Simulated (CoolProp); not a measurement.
A single-stage vapour-compression cycle with the fluid: evaporating at 261.15 K (dew point), condensing at 323.15 K (bubble point), superheat 0 K, subcooling 5 K, compressor efficiency 0.65, no pressure losses. The same conditions are run with several fluids, on thermodynamics alone (safety and materials aside).

Model: reference Helmholtz-energy equation of state of each fluid (CH2F2 (R32): Tillner-Roth 1997; R124: de Vries 1995; sulfur dioxide: Gao 2016; R236FA: Pan 2012; R407C: Lemmon 2003; R11: Jacobsen 1992), in CoolProp. Blends and air are pseudo-pure fits.

```json
[
 {"fluid": "CH2F2 (R32)", "cooling COP": "1.97", "pressure ratio": "5.78", "discharge temperature (K)": "405.2", "refrigerating effect (kJ/kg)": "227", "volumetric capacity (kJ/m³)": "3360"},
 {"fluid": "R124", "cooling COP": "2.05", "pressure ratio": "7.67", "discharge temperature (K)": "340.1", "refrigerating effect (kJ/kg)": "102", "volumetric capacity (kJ/m³)": "678"},
 {"fluid": "sulfur dioxide", "cooling COP": "2.21", "pressure ratio": "9.08", "discharge temperature (K)": "478.1", "refrigerating effect (kJ/kg)": "312", "volumetric capacity (kJ/m³)": "876"},
 {"fluid": "R236FA", "cooling COP": "1.97", "pressure ratio": "9.10", "discharge temperature (K)": "329.7", "refrigerating effect (kJ/kg)": "94.7", "volumetric capacity (kJ/m³)": "439"},
 {"fluid": "R407C", "cooling COP": "1.76", "pressure ratio": "7.48", "discharge temperature (K)": "369.6", "refrigerating effect (kJ/kg)": "135", "volumetric capacity (kJ/m³)": "1730"},
 {"fluid": "R11", "cooling COP": "2.31", "pressure ratio": "10.1", "discharge temperature (K)": "370.7", "refrigerating effect (kJ/kg)": "144", "volumetric capacity (kJ/m³)": "216"}
]
```
